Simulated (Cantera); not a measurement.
A closed system holds: 1 mol FeS, 1.9 mol O₂, 5.8 mol H₂O, 0.002 mol H₂S, at 0.100 bar.

These are equilibrium values from Cantera (NASA tables, ideal gas, pure condensed phases), not measurements of a reactor. Candidate condensed phases: Fe, FeO, Fe(OH)₂, Fe(OH)₃, FeS, FeSO₄, FeS₂, Fe₂O₃, Fe₂(SO₄)₃, Fe₃O₄, H₂O, H₂SO₄, S; 22 gas species. The numbers say what is thermodynamically allowed, not how fast it happens.

Task: At 1448 K, list the 6 most abundant gas species with their mole fractions, and the condensed phases.

Result: H₂O 0.835, SO₂ 0.144, O₂ 0.0210, SO₃ 0.000324, OH 0.000141, H₂ 1.68e-5. Condensed: Fe₂O₃(s).
